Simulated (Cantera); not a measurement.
An adiabatic, constant-pressure homogeneous reactor starts with C2H4 : O2 : N2 : CO2 = 1 : 1.36 : 16.4 : 0.18 (molar parts), at 1350 K and 1.00 atm.

Computed with Cantera and GRI-Mech 3.0 (53 species, 325 reactions). GRI-Mech 3.0 was tuned for natural gas; its chemistry of ethylene as a main component is partial and can be far from experiment.

x: mole fraction; the columns are a selection and need not sum to one.

```
t (s)     T (K)   x C2H4      x O2    x C2H     x NO2     x HO2
--------  -----  -------  --------  -------  --------  --------
7.00e-6    1350   0.0528    0.0718   <1e-12    <1e-12  4.50e-10
1.82e-5    1350   0.0528    0.0718   <1e-12    <1e-12   6.49e-9
4.74e-5    1350   0.0528    0.0718   <1e-12    <1e-12       ___
0.000123   1687   0.0126    0.0273  3.36e-6  8.33e-10   9.48e-5
0.000321   1963  1.82e-5  0.000160  2.63e-6  1.52e-11   2.66e-8
0.000837   1969  7.37e-6   5.23e-6  9.35e-7  8.91e-12  6.07e-10
0.00218    1970  6.72e-6   4.32e-8  7.41e-7  8.29e-12  1.64e-11
0.00567    1968  6.09e-6   2.00e-8  6.01e-7  8.86e-12  1.20e-11
0.0148     1965  4.25e-6   1.65e-8  3.88e-7  1.09e-11  9.04e-12
0.0384     1959  1.83e-6   1.27e-8  1.56e-7  1.34e-11  6.14e-12
0.100      1954      ___       ___      ___  1.74e-11  4.46e-12
```

Problem. Fill in the missing entries.

Solution. 
- 4.74e-5, x HO2: 8.36e-7
- 0.100, x C2H4: 2.31e-7
- 0.100, x O2: 1.01e-8
- 0.100, x C2H: 2.13e-8
